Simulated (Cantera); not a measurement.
Input: 1 mol Fe₃O₄, 0.53 mol H₂, a varied amount of N₂, held at 777 °C and 1300 Pa.

Cantera equilibrium calculation (NASA polynomials, part measured and part estimated; ideal gas, pure solids and liquids). Candidate condensed phases: Fe, FeO, Fe(OH)₂, Fe(OH)₃, Fe₂O₃, Fe₃O₄, H₂O; 27 gas species. Mutual solubility and eutectic melting of coexisting phases are not modelled. The tables' stoichiometric FeO is somewhat more stable than real wüstite, so its field is too wide. FeO: taken at fixed stoichiometry. The numbers say what is thermodynamically allowed, not how fast it happens.

x: gas mole fraction; n: condensed amount in mol.

```json
[
 {"n(N₂) (mol)": "3.5", "x N₂": "0.868", "x H₂O": "0.123", "x H₂": "0.00813", "x H": "6.42e-9", "x Fe(OH)₂": "3.91e-9", "x NH₃": "3.77e-9", "n FeO(s)": "1.49", "n Fe₃O₄(s)": "0.503"},
 {"n(N₂) (mol)": "5", "x N₂": "0.904", "x H₂O": "0.0899", "x H₂": "0.00593", "x H": "5.48e-9", "x Fe(OH)₂": "2.85e-9", "x NH₃": "2.39e-9", "n FeO(s)": "1.49", "n Fe₃O₄(s)": "0.503"},
 {"n(N₂) (mol)": "7.2", "x N₂": "0.931", "x H₂O": "0.0643", "x H₂": "0.00424", "x H": "4.63e-9", "x Fe(OH)₂": "2.04e-9", "x NH₃": "1.47e-9", "n FeO(s)": "1.49", "n Fe₃O₄(s)": "0.503"},
 {"n(N₂) (mol)": "10", "x N₂": "0.950", "x H₂O": "0.0472", "x H₂": "0.00311", "x H": "3.97e-9", "x Fe(OH)₂": "1.49e-9", "x NH₃": "9.33e-10", "n FeO(s)": "1.49", "n Fe₃O₄(s)": "0.503"},
 {"n(N₂) (mol)": "15", "x N₂": "0.966", "x H₂O": "[?]", "x H₂": "[?]", "x H": "[?]", "x Fe(OH)₂": "[?]", "x NH₃": "[?]", "n FeO(s)": "1.49", "n Fe₃O₄(s)": "0.503"},
 {"n(N₂) (mol)": "21", "x N₂": "0.975", "x H₂O": "0.0231", "x H₂": "0.00152", "x H": "2.78e-9", "x Fe(OH)₂": "7.31e-10", "x NH₃": "3.24e-10", "n FeO(s)": "1.49", "n Fe₃O₄(s)": "0.503"},
 {"n(N₂) (mol)": "30", "x N₂": "0.983", "x H₂O": "0.0163", "x H₂": "0.00107", "x H": "2.33e-9", "x Fe(OH)₂": "5.16e-10", "x NH₃": "1.92e-10", "n FeO(s)": "1.49", "n Fe₃O₄(s)": "0.503"},
 {"n(N₂) (mol)": "43", "x N₂": "0.988", "x H₂O": "[?]", "x H₂": "[?]", "x H": "[?]", "x Fe(OH)₂": "[?]", "x NH₃": "[?]", "n FeO(s)": "1.49", "n Fe₃O₄(s)": "0.503"},
 {"n(N₂) (mol)": "61", "x N₂": "0.991", "x H₂O": "0.00808", "x H₂": "0.000533", "x H": "1.64e-9", "x Fe(OH)₂": "2.56e-10", "x NH₃": "6.75e-11", "n FeO(s)": "1.49", "n Fe₃O₄(s)": "0.503"}
]
```

### Question
Some entries are withheld; supply them.

### Answer

- 43, x H₂O: 0.0114
- 43, x H₂: 0.000753
- 43, x H: 1.95e-9
- 43, x Fe(OH)₂: 3.62e-10
- 43, x NH₃: 1.13e-10
- 15, x H₂O: 0.0320
- 15, x H₂: 0.00211
- 15, x H: 3.27e-9
- 15, x Fe(OH)₂: 1.01e-9
- 15, x NH₃: 5.26e-10
